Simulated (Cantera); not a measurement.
# Metals in furnace atmospheres: Fe + O₂ + N₂ + CO

A closed system holds: 1 mol Fe, 0.76 mol O₂, 3.2 mol N₂, 0.26 mol CO, held at 1 atm.

Equilibrium computed with Cantera from the NASA thermochemical tables; the gas is ideal and each condensed phase is pure. Candidate condensed phases: C, Fe, Fe(CO)₅, FeO, Fe₂O₃, Fe₃O₄; 27 gas species. Mutual solubility and eutectic melting of coexisting phases are not modelled. The tables' stoichiometric FeO is somewhat more stable than real wüstite, so its field is too wide. FeO: taken at fixed stoichiometry. The numbers say what is thermodynamically allowed, not how fast it happens.

| T (°C) | x N₂ | x CO₂ | x CO | x O₂ | n FeO(s) | n Fe₃O₄(s) | n FeO(l) |
|---|---|---|---|---|---|---|---|
| 1075 | 0.925 | 0.0714 | 0.00375 | 5.35e-11 | 0.181 | 0.273 | 0 |
| 1125 | 0.925 | 0.0714 | 0.00371 | 3.29e-10 | 0.182 | 0.273 | 0 |
| 1175 | 0.925 | 0.0715 | 0.00366 | 1.79e-9 | 0.182 | 0.273 | 0 |
| 1225 | 0.925 | 0.0715 | 0.00362 | 8.71e-9 | 0.182 | 0.273 | 0 |
| 1275 | 0.925 | 0.0716 | 0.00357 | 3.83e-8 | 0.183 | 0.272 | 0 |
| 1325 | 0.925 | 0.0716 | 0.00352 | 1.54e-7 | 0.183 | 0.272 | 0 |
| 1375 | 0.925 | 0.0717 | 0.00347 | 5.70e-7 | 0.184 | 0.272 | 0 |
| 1425 | 0.925 | 0.0722 | 0.00296 | 2.64e-6 | 0 | 0.270 | 0.189 |
| 1475 | 0.925 | 0.0726 | 0.00253 | 1.14e-5 | 0 | 0.269 | 0.194 |
| 1525 | 0.925 | 0.0730 | 0.00217 | 4.55e-5 | 0 | 0.267 | 0.199 |
| 1575 | 0.925 | 0.0733 | 0.00187 | 0.000169 | 0 | 0.265 | 0.206 |
x: gas mole fraction; n: condensed amount in mol.

From 1075 °C to 1375 °C the condensed part is FeO(s) + Fe₃O₄(s). From 1425 °C to 1575 °C the condensed part is FeO(l) + Fe₃O₄(s).
